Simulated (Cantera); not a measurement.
What does this Cantera script print?

```python
import numpy as np
import cantera as ct

gas = ct.Solution("gri30.yaml")
gas.TPX = 400, 44000, {'CH4': 1, 'O2': 1.54, 'N2': 5.78, 'H2O': 0.17, 'CO2': 0.029}
inlet = ct.Reservoir(gas, clone=True)
gas.equilibrate("HP")  # start burning
reactor = ct.IdealGasConstPressureReactor(gas, energy="on", clone=False)
exhaust = ct.Reservoir(gas, clone=True)
tau = [0.026, 0.012, 0.0056, 0.0026, 0.0012, 0.00055, 0.00026, 0.00012, 5.5e-05, 2.5e-05, 1.2e-05][0]
for a, b in ((inlet, reactor), (reactor, exhaust)):
    ct.MassFlowController(a, b, mdot=lambda t: reactor.mass / tau)
net = ct.ReactorNet([reactor])
show = ['CH4', 'O2', 'H2O', 'CO2', 'N2O', 'CH2CO', 'C2H']

rows = []
print(f"{'tau/s':>10s}{'T/K':>9s}" + "".join(f"{s:>11s}" for s in show))
for tau in [0.026, 0.012, 0.0056, 0.0026, 0.0012, 0.00055, 0.00026, 0.00012, 5.5e-05, 2.5e-05, 1.2e-05]:
    net.initial_time = 0.0
    net.advance(30 * tau)
    before = gas.X
    net.advance(40 * tau)
    drift = np.max(np.abs(gas.X - before) / (gas.X + 1e-9))
    rows.append([gas.T, *gas[show].X, drift])
    print(f"{tau:10.3e}{gas.T:9.1f}" + "".join(f"{x:11.3e}" for x in gas[show].X))
```

It prints:

```
     tau/s      T/K        CH4         O2        H2O        CO2        N2O      CH2CO        C2H
 2.600e-02   2036.0  3.624e-05  5.959e-04  1.935e-01  5.522e-02  1.509e-08  3.526e-08  1.049e-09
 1.200e-02   2019.7  5.769e-05  9.495e-04  1.921e-01  5.501e-02  1.796e-08  5.475e-08  2.381e-09
 5.600e-03   2001.0  9.801e-05  1.475e-03  1.907e-01  5.460e-02  2.083e-08  9.627e-08  5.742e-09
 2.600e-03   1979.9  1.801e-04  2.298e-03  1.892e-01  5.380e-02  2.384e-08  2.038e-07  1.509e-08
 1.200e-03   1954.8  3.617e-04  3.734e-03  1.877e-01  5.216e-02  2.666e-08  5.433e-07  4.260e-08
 5.500e-04   1917.5  8.270e-04  6.776e-03  1.859e-01  4.846e-02  2.687e-08  1.926e-06  1.216e-07
 2.600e-04    400.0  1.174e-01  1.808e-01  1.996e-02  3.404e-03  4.964e-23  1.956e-19  5.334e-47
 1.200e-04    400.0  1.174e-01  1.808e-01  1.996e-02  3.404e-03  3.078e-25  1.213e-21  1.705e-52
 5.500e-05    400.0  1.174e-01  1.808e-01  1.996e-02  3.404e-03  1.945e-26  7.663e-23  3.155e-56
 2.500e-05    400.0  1.174e-01  1.808e-01  1.996e-02  3.404e-03  1.228e-27  4.840e-24  1.207e-58
 1.200e-05    400.0  1.174e-01  1.808e-01  1.996e-02  3.404e-03  7.759e-29  3.058e-25  4.814e-61
```

Model: GRI-Mech 3.0 (53 species, 325 reactions), integrated in Cantera.
